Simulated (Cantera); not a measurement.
Cantera run, input and output.

```python
import numpy as np
import cantera as ct

gas = ct.Solution("gri30.yaml")
gas.TPX = 1298, 1333, {'N2O': 1, 'H2': 0.0079, 'N2': 1.5}
reactor = ct.IdealGasConstPressureReactor(gas, energy="off", clone=False)
net = ct.ReactorNet([reactor])
net.rtol, net.atol = 1e-08, 1e-18
show = ['N2O', 'H2', 'NO', 'NO2', 'H2O']
times = np.geomspace(0.0003, 60, 11)

steps = ct.SolutionArray(gas, extra=["t"])
rows = []
print(f"{'t/s':>10s}{'T/K':>9s}{'P/Pa':>11s}" + "".join(f"{s:>11s}" for s in show))
for t in times:
    while net.time < t:
        t_next = net.step()
        steps.append(gas.state, t=t_next)
    rows.append([np.interp(t, steps.t, y) for y in (steps.T, steps.P, *steps(*show).X.T)])
    print(f"{t:10.3e}{rows[-1][0]:9.1f}{rows[-1][1]:11.4g}" + "".join(f"{x:11.3e}" for x in rows[-1][2:]))
rate = np.gradient(steps.T, steps.t)
print("integrator steps:", len(steps.t))
if steps.T.max() > steps.T[0] + 200:
    print(f"time of steepest temperature rise: {steps.t[rate.argmax()]:.4e} s")
gas.TPX = 1298, 1333, {'N2O': 1, 'H2': 0.0079, 'N2': 1.5}
gas.equilibrate("TP")
print(f"equilibrium (TP): T = {gas.T:.1f} K  " + "  ".join(f"{s} {gas[s].X[0]:.3e}" for s in show))
```

Result:

```
       t/s      T/K       P/Pa        N2O         H2         NO        NO2        H2O
 3.000e-04   1298.0       1333  3.987e-01  3.150e-03  1.308e-07  2.577e-15  2.012e-08
 1.017e-03   1298.0       1333  3.987e-01  3.148e-03  1.121e-06  1.259e-12  7.028e-07
 3.446e-03   1298.0       1333  3.987e-01  3.129e-03  6.593e-06  5.590e-10  1.528e-05
 1.168e-02   1298.0       1333  3.983e-01  2.943e-03  2.984e-05  8.687e-08  1.878e-04
 3.959e-02   1298.0       1333  3.967e-01  2.001e-03  1.135e-04  2.191e-06  1.120e-03
 1.342e-01   1298.0       1333  3.932e-01  5.908e-04  3.488e-04  1.670e-05  2.538e-03
 4.547e-01   1298.0       1333  3.857e-01  4.860e-05  1.115e-03  6.059e-05  3.080e-03
 1.541e+00   1298.0       1333  3.632e-01  1.061e-07  3.696e-03  8.877e-05  3.100e-03
 5.223e+00   1298.0       1333  2.977e-01  3.318e-08  1.125e-02  8.598e-05  3.013e-03
 1.770e+01   1298.0       1333  1.568e-01  4.018e-08  2.740e-02  4.957e-05  2.828e-03
 6.000e+01   1298.0       1333  2.134e-02  5.281e-08  4.262e-02  1.464e-05  2.650e-03
integrator steps: 1790
equilibrium (TP): T = 1298.0 K  N2O 2.817e-09  H2 4.725e-09  NO 3.577e-04  NO2 3.990e-07  H2O 2.628e-03
```

Detailed kinetics in Cantera: GRI-Mech 3.0 (53 species, 325 reactions). GRI-Mech 3.0 was tuned for natural gas; its chemistry of N2O as a main component is partial and can be far from experiment. Radical loss at walls, strong at low pressure, is not modelled. The mechanism lacks the step 2 NO + O2 → 2 NO2, which can matter for NO2 below about 1400 K. The temperature is held fixed by assumption; the heat of reaction is taken as removed at once.
